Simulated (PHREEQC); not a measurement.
Make-up at 25 °C: 0.89 mol/kgw K2CO3. Closed to the air; pH follows from the charge balance.

Equilibrium calculation in PHREEQC: Pitzer model, pitzer.dat.

Each row changes one thing in this solution. No solid was allowed to form.

```csv
case,pH,ionic strength (mol/kgw),HCO3- (mol/kgw),CO2 (mol/kgw),SI of Kalicinite (KHCO3)
as made,11.84,2.66,0.00684,9.70e-9,-2.91
K2CO3 from 0.89 to 4.45 mol/kgw,?,?,0.00837,3.79e-10,?
diluted 10-fold with water,11.36,0.264,0.00311,2.03e-8,-3.98
K2CO3 from 0.89 to 0.089 mol/kgw,11.36,0.264,0.00311,2.03e-8,-3.98
diluted 2-fold with water,11.65,1.33,0.00561,1.45e-8,?
K2CO3 from 0.89 to 1.33 mol/kgw,?,3.98,0.00749,6.52e-9,-2.74
```

Question: Some entries are withheld; supply them.

Answer: 
- K2CO3 from 0.89 to 4.45 mol/kgw, pH: 13.03
- K2CO3 from 0.89 to 4.45 mol/kgw, ionic strength (mol/kgw): 13.3
- K2CO3 from 0.89 to 4.45 mol/kgw, SI of Kalicinite (KHCO3): -2.18
- diluted 2-fold with water, SI of Kalicinite (KHCO3): -3.21
- K2CO3 from 0.89 to 1.33 mol/kgw, pH: 12.01

In brines, pH and single-ion activities rest on the MacInnes convention.
